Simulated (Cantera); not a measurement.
Input (Python, Cantera) and output of one run.

```python
import numpy as np
import cantera as ct

gas_names = """
    H HNO HNO2 HNO3 HO2 H2 H2O H2O2 N NH NH2 NH3 NH2OH NO NO2 NO3 N2 N2H2 N2H4 N2O O OH O2 O3 Si SiH
    SiH2 SiH3 SiH4 SiN SiO SiO2 Si2 Si2N Si3
""".split()
cond_names = """
    H2O(s) H2O(L) Si(cr) Si(L) SiO2(Lqz) SiO2(hqz) SiO2(L) Si2N2O(s) Si3N4(a)
""".split()


# ... load() reads the species with a 1 bar reference pressure and builds the phases ...
atoms = {
    'Si3N4': {'Si': 3, 'N': 4},
    'H2O': {'H': 2, 'O': 1},
    'H2': {'H': 2},
    'O2': {'O': 2},
}
top_T = {'Si2N2O(s)': 2100, 'Si3N4(a)': 2400}  # K; cautious upper limits of use, not melting points


# ... equilibrate(T, P, feed) seeds the gas with the atoms and calls Mixture.equilibrate('TP', solver="vcs", rtol=1e-11, max_steps=5000) ...
results = []
feed = {'Si3N4': 1, 'H2O': 12, 'H2': 58, 'O2': 1.6}  # mol
P = 70  # Pa
for T in [800, 850, 900, 950, 1000, 1050, 1100, 1150, 1200]:
    mix = equilibrate(T, P, feed)
    results.append((T, P, feed, dict(zip(mix.species_names, mix.species_moles))))

top = {s: max(r[3][s] / sum(r[3][g] for g in gas_names) for r in results) for s in gas_names}
cols = sorted((s for s in top if top[s] > 1e-05), key=lambda s: -top[s])[:6]
seen = [c for c in cond_names if any(r[3].get(c, 0) > 1e-12 for r in results)]
print("log10 of partial pressures in bar; condensed amounts in mol")
print(f"{'T/K':>10s}" + "".join(f"{s[:9]:>10s}" for s in cols + seen))
for T, P, feed, n in results:
    ng = sum(n[g] for g in gas_names)
    print(f"{T:10.4g}" + "".join(f"{np.log10(max(n[s] / ng * P / 1e5, 1e-99)):10.3f}" for s in cols)
          + "".join(f"{n.get(c, 0):10.4g}" for c in seen))
```

Output:

```
log10 of partial pressures in bar; condensed amounts in mol
       T/K        H2       H2O        N2 SiO2(Lqz) SiO2(hqz)
       800    -3.228    -4.048    -4.711         3         0
       850    -3.228    -4.048    -4.711         0         3
       900    -3.228    -4.048    -4.711         0         3
       950    -3.228    -4.048    -4.711         0         3
      1000    -3.228    -4.048    -4.711         0         3
      1050    -3.228    -4.048    -4.711         0         3
      1100    -3.228    -4.048    -4.711         0         3
      1150    -3.228    -4.048    -4.711         0         3
      1200    -3.228    -4.048    -4.711         0         3
```

Equilibrium computed with Cantera from the NASA thermochemical tables; the gas is ideal and each condensed phase is pure. The tables hold silica as quartz up to 1696 K and as liquid above; real silica turns to tridymite and cristobalite and melts near 1996 K.
